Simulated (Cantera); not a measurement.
Cantera run, input and output.

```python
import numpy as np
import cantera as ct

gas = ct.Solution("h2o2.yaml")
gas.TPX = 325, 440000, {'H2': 1, 'O2': 0.704, 'N2': 2.68}
flame = ct.FreeFlame(gas, width=0.014)
flame.set_refine_criteria(ratio=3, slope=0.08, curve=0.16)
flame.transport_model = "mixture-averaged"
flame.solve(loglevel=0, auto=True)
z, T = flame.grid, flame.T
thick = (T[-1] - T[0]) / np.gradient(T, z).max()
show = ['H2', 'O2', 'OH', 'HO2', 'H', 'H2O2']
print(f"laminar burning velocity  {flame.velocity[0] * 100:.3f} cm/s")
print(f"burnt temperature         {T[-1]:.1f} K")
print(f"thermal thickness         {thick * 1e3:.4f} mm")
print(f"grid points               {len(z)}")
z0 = z[flame.heat_release_rate.argmax()]
print(f"{'z/mm':>9s}{'T/K':>9s}{'u/(m/s)':>9s}" + "".join(f"{s:>11s}" for s in show))
rows = []
for k in (-3, -2, -1.5, -1, -0.5, -0.25, 0, 0.25, 0.5, 1, 2, 4, 8):
    zz = z0 + k * thick
    rows.append([k * thick, np.interp(zz, z, T), np.interp(zz, z, flame.velocity),
                 *(np.interp(zz, z, flame.X[gas.species_index(s)]) for s in show)])
    print(f"{rows[-1][0] * 1e3:9.3f}{rows[-1][1]:9.1f}{rows[-1][2]:9.3f}" + "".join(f"{x:11.3e}" for x in rows[-1][3:]))
```

Result:

```
laminar burning velocity  84.735 cm/s
burnt temperature         1998.5 K
thermal thickness         0.0749 mm
grid points               112
     z/mm      T/K  u/(m/s)         H2         O2         OH        HO2          H       H2O2
   -0.225    325.1    0.846  2.269e-01  1.608e-01  3.157e-13  9.374e-09  1.806e-15  7.592e-09
   -0.150    325.9    0.845  2.235e-01  1.615e-01  6.118e-12  1.201e-07  2.563e-14  9.804e-08
   -0.112    328.9    0.846  2.167e-01  1.629e-01  1.266e-10  9.071e-07  4.435e-13  7.411e-07
   -0.075    353.8    0.889  1.949e-01  1.666e-01  1.085e-08  1.540e-05  6.229e-11  1.168e-05
   -0.037    579.3    1.382  1.348e-01  1.651e-01  1.568e-05  4.549e-04  4.598e-06  1.425e-04
   -0.019    943.0    2.204  9.141e-02  1.445e-01  4.521e-04  7.133e-04  5.169e-04  1.641e-04
    0.000   1328.0    3.083  5.117e-02  1.113e-01  1.898e-03  3.664e-04  2.911e-03  3.638e-05
    0.019   1582.6    3.670  2.448e-02  8.304e-02  4.632e-03  1.930e-04  4.591e-03  5.543e-06
    0.037   1725.5    3.999  1.254e-02  6.884e-02  6.731e-03  1.156e-04  4.076e-03  3.284e-06
    0.075   1859.7    4.301  5.559e-03  6.065e-02  7.370e-03  5.611e-05  2.031e-03  1.882e-06
    0.150   1945.4    4.487  2.294e-03  5.833e-02  5.545e-03  2.211e-05  5.448e-04  1.020e-06
    0.300   1982.7    4.566  7.511e-04  5.801e-02  3.376e-03  7.621e-06  1.008e-04  5.218e-07
    0.600   1995.2    4.591  2.504e-04  5.815e-02  2.068e-03  3.312e-06  2.050e-05  2.939e-07
```

Detailed kinetics in Cantera: the H2/O2 subset of GRI-Mech 3.0, which has no nitrogen chemistry. The hydrogen kinetics of GRI-Mech 3.0 are dated; newer H2 mechanisms differ, most at raised pressure. Burning velocities carry a grid error of a few per cent, more on coarse grids.
